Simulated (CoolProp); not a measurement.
Vapour-liquid equilibrium of isopentane (1) + toluene (2) at 46.6 kPa; x and y are mole fractions of (1).

Computed with CoolProp (multi-fluid Helmholtz-energy mixture model, Lemmon 2006 and Lemmon 2006; pair parameters Bell 2016).

**Question.** Give the bubble temperature and the first vapour's composition at x = 0.05, 0.2, 0.5. Is there an azeotrope?

**Answer.** x = 0.05: 342.0 K, y = 0.463; x = 0.2: 312.8 K, y = 0.863; x = 0.5: 292.3 K, y = 0.966. No azeotrope shows between x = 0.05 and 0.95.

The pair parameters rest on a limited set of measurements; away from them the model extrapolates.
